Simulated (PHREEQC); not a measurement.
Make-up at 15 °C: 0.68 mol/kgw HF, 0.00029 mol/kgw NaF and 1 mol/kgw H2SO4. Closed to the air; pH follows from the charge balance.

Equilibrium calculation in PHREEQC: ion-association model, phreeqc.dat.

**Question.** The ionic strength comes out as 1.17 mol/kgw. What activity coefficients do NaSO4-, HF2-, Na+, F-, HSO4- get?

**Answer.** NaSO4- 0.65, HF2- 0.82, Na+ 0.75, F- 0.57, HSO4- 0.82.

No solid was allowed to form. Caution: at this ionic strength the ion-association model is outside its range; a Pitzer model would be the better tool where its parameters exist.
